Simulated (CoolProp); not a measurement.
Vapour-liquid equilibrium of propane (1) + R114 (2) at 19.95 °C; x and y are mole fractions of (1).

The numbers come from the multi-fluid Helmholtz-energy mixture model, Lemmon 2009 and Platzer 1990; pair parameters Bell 2016 in CoolProp. This equation is an older, rougher fit; its heat capacities, sound speeds and derivatives of the liquid may be far off and weren't checked against measurements.

Give the bubble pressure and the first vapour's composition at x = 0.05, 0.5, 0.95. Is there an azeotrope?

x = 0.05: 2.279 bar, y = 0.229; x = 0.5: 5.468 bar, y = 0.791; x = 0.95: 8.050 bar, y = 0.980. No azeotrope shows between x = 0.05 and 0.95.

The pair parameters rest on a limited set of measurements; away from them the model extrapolates.
